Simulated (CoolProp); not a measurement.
A simple Rankine cycle with R113: condensing at 303.15 K, boiler at 0.198 MPa, turbine inlet 492.6 K, turbine efficiency 0.65, pump efficiency 0.7, no recuperator. Each further row changes one setting.

Model: reference Helmholtz-energy equation of state, Marx 1992, in CoolProp.

```tsv
case	thermal efficiency (%)	net work (kJ/kg)	heat in (kJ/kg)	turbine exit temperature (K)	volume ratio over the turbine
as stated	6.0	17.4	289	469.4	3.52
condensing temperature 295.15 K	7.2	21.4	296	464.1	4.76
boiler pressure 0.139 MPa	4.4	12.8	289	475.7	2.49
turbine efficiency 0.55	5.1	14.7	289	472.8	3.54
```
